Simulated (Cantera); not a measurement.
Charge: 1 mol FeS2, 0.14 mol H2S, 11 mol N2, held at 100000 Pa.

Cantera equilibrium calculation (NASA polynomials, part measured and part estimated; ideal gas, pure solids and liquids). Candidate condensed phases: Fe, FeS, FeS2, S; 16 gas species. FeS: taken at fixed stoichiometry. Rates play no part.

### Question
At 1650 °C, list the 5 most abundant gas species with their mole fractions, and the condensed phases.

### Answer
N2 0.940, S2 0.0471, H2 0.00972, H2S 0.00155, SH 0.00128. Condensed: FeS(l).
